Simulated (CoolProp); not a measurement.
Computed with CoolProp (reference Helmholtz-energy equation of state, Gao 2022).

Q: Give the vapour pressure (MPa), liquid density (kg/m³), vapour density (kg/m³), liquid cp (kJ/(kg K)) of saturated n-perfluorobutane at 43.15 °C.

A: 
```
T (°C)  p (MPa)  liquid density (kg/m³)  vapour density (kg/m³)  liquid cp (kJ/(kg K))
------  -------  ----------------------  ----------------------  ---------------------
43.15     0.460                    1420                    48.8                   1.18
```
